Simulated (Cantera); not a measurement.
An isothermal, constant-pressure homogeneous reactor starts with 0.134 % CO, 0.783 % O2, 3.63 % H2O, 95.5 % N2, equivalence ratio 0.085, at 1175 K and 100.0 Torr.

Cantera simulation using GRI-Mech 3.0 (53 species, 325 reactions); the numbers are that mechanism's predictions, not measurements.

x: mole fraction; the columns are a selection and need not sum to one.

```
t (s)        x CO     x O2   x H2O     x HO2     x NO      x H2
--------  -------  -------  ------  --------  -------  --------
6.00e-5   0.00134  0.00783  0.0363    <1e-12   <1e-12    <1e-12
0.000214  0.00134  0.00783  0.0363  1.77e-12   <1e-12    <1e-12
0.000763  0.00134  0.00783  0.0363  6.31e-12   <1e-12    <1e-12
0.00272   0.00134  0.00783  0.0363  2.38e-11   <1e-12  1.67e-11
0.00971   0.00134  0.00783  0.0363  1.77e-10   <1e-12  9.54e-10
0.0346    0.00132  0.00782  0.0363   2.07e-7   <1e-12   3.91e-6
0.124           …  0.00720  0.0361         …        …         …
0.441     8.71e-7  0.00716  0.0363   4.65e-8  1.12e-8   5.23e-6
1.57      4.79e-8  0.00716  0.0363   5.84e-9  1.13e-8   5.69e-7
5.61            …  0.00716  0.0363         …  1.14e-8         …
20.0      1.39e-9  0.00716  0.0363  3.98e-10  1.15e-8   2.74e-8
```

Task: Fill in the missing entries.

Result: 
- 0.124, x CO: 4.36e-5
- 0.124, x HO2: 3.36e-7
- 0.124, x NO: 9.99e-9
- 0.124, x H2: 9.85e-5
- 5.61, x CO: 6.17e-9
- 5.61, x HO2: 1.16e-9
- 5.61, x H2: 1.07e-7
